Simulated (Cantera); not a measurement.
Input: 1 mol Si, 8 mol F2, 3 mol H2, equilibrated at 0.133 bar.

Equilibrium computed with Cantera from the NASA thermochemical tables; the gas is ideal and each condensed phase is pure. Candidate condensed phases: Si; 25 gas species. Kinetics and transport are ignored. All values below are at 427 °C.

Base state: HF 0.599, F2 0.299, SiF4 0.0999, F 0.00216 (mole fractions); condensed: gas only.

**Question.** What changes in the equilibrium state with this change: F2 from 8 to 1.9 mol?

**Answer.** 
```json
[
 {"species": "H2", "before": "<1e-9", "after": "0.755"},
 {"species": "SiF4", "before": "0.0999", "after": "0.232"},
 {"species": "SiHF3", "before": "<1e-9", "after": "0.0123"},
 {"species": "HF", "before": "0.599", "after": "2.61e-8"},
 {"species": "F2", "before": "0.299", "after": "<1e-9"},
 {"species": "F", "before": "0.00216", "after": "<1e-9"},
 {"species": "SiH2F2", "before": "<1e-9", "after": "0.000419"},
 {"species": "Si(s), mol", "before": "0", "after": "0.0371"}
]
```
